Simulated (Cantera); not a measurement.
A closed system holds: 1 mol MgO, 1.5 mol H2S, 0.11 mol H2O, at 0.100 bar.

Method: chemical equilibrium by Gibbs-energy minimisation in Cantera with the NASA 1993 tables (ideal gas, pure condensed phases). Candidate condensed phases: H2O, H2SO4, Mg, MgO, Mg(OH)2, MgS, MgSO4, S; 26 gas species. Gases not in the tables: S3 to S7. The numbers say what is thermodynamically allowed, not how fast it happens.

x: gas mole fraction; n: condensed amount in mol.

| T (°C) | x H2 | x H2S | x S2 | x H2O | x SH | x S | n MgO(s) |
|---|---|---|---|---|---|---|---|
| 1000 | 0.301 | 0.489 | 0.150 | 0.0580 | 0.00119 | ? | 1.00 |
| 1050 | 0.342 | 0.429 | 0.171 | 0.0565 | 0.00176 | ? | 1.00 |
| 1100 | 0.380 | 0.372 | 0.189 | 0.0552 | 0.00251 | ? | 1.00 |
| 1150 | 0.415 | 0.321 | 0.206 | 0.0540 | 0.00344 | ? | 1.00 |
| 1200 | 0.446 | 0.275 | 0.221 | 0.0528 | 0.00456 | ? | 1.00 |
| 1250 | 0.472 | 0.235 | 0.234 | 0.0518 | 0.00590 | ? | 1.000 |
| 1300 | 0.495 | 0.201 | 0.245 | 0.0510 | 0.00744 | ? | 1.000 |
| 1350 | 0.514 | 0.172 | 0.254 | 0.0502 | 0.00919 | ? | 1.000 |
| 1400 | 0.530 | 0.147 | 0.261 | 0.0494 | 0.0112 | ? | 1.000 |
| 1450 | 0.543 | 0.126 | 0.267 | 0.0488 | 0.0133 | ? | 1.000 |
| 1500 | 0.554 | 0.108 | 0.272 | 0.0481 | 0.0157 | ? | 1.000 |
| 1550 | 0.562 | 0.0934 | 0.275 | 0.0475 | 0.0182 | ? | 1.000 |

Problem. Complete the blanks.

Solution. 
- 1000, x S: 2.25e-6
- 1050, x S: 5.19e-6
- 1100, x S: 1.12e-5
- 1150, x S: 2.28e-5
- 1200, x S: 4.40e-5
- 1250, x S: 8.10e-5
- 1300, x S: 0.000143
- 1350, x S: 0.000243
- 1400, x S: 0.000399
- 1450, x S: 0.000634
- 1500, x S: 0.000981
- 1550, x S: 0.00148
